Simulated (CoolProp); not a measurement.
Saturated liquid density (kg/m³) of chloromethane (R40): the reference equation beside estimates from Tc = 418.6 K, pc = 6929 kPa, ω = 0.150. Rackett uses Z = 0.29056 − 0.08775 ω.

The numbers come from the reference Helmholtz-energy equation of state, Thol 2014 in CoolProp.

| T (K) | reference | Rackett | van der Waals | Redlich-Kwong | Soave-Redlich-Kwong | Peng-Robinson |
|---|---|---|---|---|---|---|
| 283.2 | 941.3 | 917.3 | 585.2 | 852.0 | 867.8 | 982.1 |
| 293.2 | 921.7 | 899.0 | 573.5 | 831.4 | 848.1 | 960.5 |
| 303.1 | 901.6 | 880.2 | 561.4 | 809.8 | 827.4 | 937.6 |
| 313.1 | 880.5 | 860.5 | 548.5 | 786.9 | 805.2 | 912.9 |
| 323 | 858.6 | 840.1 | 535.1 | 762.8 | 781.8 | 886.7 |
| 332.9 | 835.6 | 818.7 | 521.0 | 737.3 | 756.7 | 858.5 |
| 342.9 | 810.9 | 795.8 | 505.7 | 709.8 | 729.4 | 827.5 |
| 352.8 | 784.8 | 771.6 | 489.6 | 680.7 | 700.1 | 794.2 |
| 362.8 | 756.3 | 745.2 | 471.9 | 648.9 | 667.9 | 757.1 |
| 372.7 | 725.1 | 716.6 | 452.7 | 614.4 | 632.6 | 716.3 |
| 382.7 | 689.4 | 684.3 | 431.0 | 575.8 | 592.7 | 669.8 |
| 392.6 | 647.4 | 647.0 | 406.3 | 532.2 | 547.2 | 616.3 |
| 402.6 | 592.7 | 600.3 | 376.0 | 479.4 | 491.5 | 550.7 |

Absolute difference from the reference over all 13 rows, mean and median: Rackett 1.7 and 1.9 %, van der Waals 37.5 and 37.6 %, Redlich-Kwong 13.2 and 12.5 %, Soave-Redlich-Kwong 11.0 and 10.1 %, Peng-Robinson 3.2 and 3.3 %.
